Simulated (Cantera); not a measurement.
# Hydrocarbon pyrolysis for carbon deposition

An isothermal, constant-pressure homogeneous reactor starts with 6.37 % C2H6, 93.6 % N2, at 1200 K and 0.898 atm.

Model: GRI-Mech 3.0 (53 species, 325 reactions), integrated in Cantera. GRI-Mech 3.0 stops at C3 and has no aromatics, soot or wall deposition, so with more carbon than oxygen in the feed, carbon stays in small species such as C2H2 where larger ones or solid carbon would form.

```tsv
t (s)	x C2H6	x HCN	x C2H4	x C2H2	x C2H	x H	x CH4
0.000300	0.0635	1.15e-12	0.000203	4.67e-8	<1e-12	7.27e-7	2.65e-5
0.00120	0.0612	1.23e-11	0.00226	6.46e-6	<1e-12	1.26e-6	0.000207
0.00482	0.0514	2.33e-11	0.0107	0.000149	3.55e-12	1.39e-6	0.00103
0.0193	0.0239	3.21e-11	0.0335	0.00175	1.54e-11	1.70e-6	0.00394
0.0775	0.00201	3.59e-11	0.0455	0.00848	2.78e-11	1.06e-6	0.00742
0.311	0.000357	3.63e-11	0.0379	0.0167	2.31e-11	5.12e-7	0.00844
1.24	0.000267	3.69e-11	0.0271	0.0262	2.96e-11	4.64e-7	0.0101
4.99	0.000217	3.92e-11	0.0228	0.0287	2.57e-11	3.61e-7	0.0140
20.0	0.000170	4.46e-11	0.0199	0.0280	1.78e-11	2.28e-7	0.0215
```
x: mole fraction; the columns are a selection and need not sum to one.

Equilibrium at this temperature and pressure: C2H6 3.65e-5, HCN 0.0365, C2H4 0.00597, C2H2 0.0123, C2H 2.22e-12, H 4.38e-8, CH4 0.0458 (gas phase only).
